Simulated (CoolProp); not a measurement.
m-xylene at 463.39 K and 3.72 MPa flows at 1.4 m/s in a round tube of 1 mm bore and 45 µm roughness, fully developed (64/Re and Nu = 3.66 if laminar; Colebrook and Gnielinski if turbulent). Each further row changes one setting.

Computed with CoolProp (reference Helmholtz-energy equation of state, Zhou 2012).

```json
[
 {"case": "as stated", "Reynolds number": "6090", "Darcy friction factor": "0.0720", "pressure drop (Pa/m)": "50100", "heat-transfer coefficient (W/(m² K))": "5990", "mass flow (kg/h)": "2.81"},
 {"case": "velocity 2.8 m/s", "Reynolds number": "12200", "Darcy friction factor": "0.0701", "pressure drop (Pa/m)": "195000", "heat-transfer coefficient (W/(m² K))": "12900", "mass flow (kg/h)": "5.62"},
 {"case": "diameter 2 mm", "Reynolds number": "12200", "Darcy friction factor": "0.0537", "pressure drop (Pa/m)": "18700", "heat-transfer coefficient (W/(m² K))": "5390", "mass flow (kg/h)": "11.2"}
]
```

Viscosity comes from a separate model (Cao 2016). Thermal conductivity comes from a separate model (Mylona 2014).
